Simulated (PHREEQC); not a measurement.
Model water analysis in mmol/kgw, 20 °C, pH 6.47, pe 0.4: Na 187; K 46.2; Ca 5.29; Mg 46.4; Cl 296; S(6) 12.3; Alkalinity (meq/kgw) 2.79; B 0.0491; Br 0.17; N(-3) 0.175; F 0.0355.

Valence states are taken as typed.

The numbers come from PHREEQC with the ion-association model, phreeqc.dat.

Precipitation was switched off in this run.

Question: Predict the activity of water.

Answer: activity of water 0.990.

Question: In which forms is N present?

Answer: NH4+ 98 %, NH4SO4- 1.6 % of the N.

Complexes and solids missing from the database can't appear. Real BF4- forms and hydrolyses slowly; the run takes it at equilibrium.
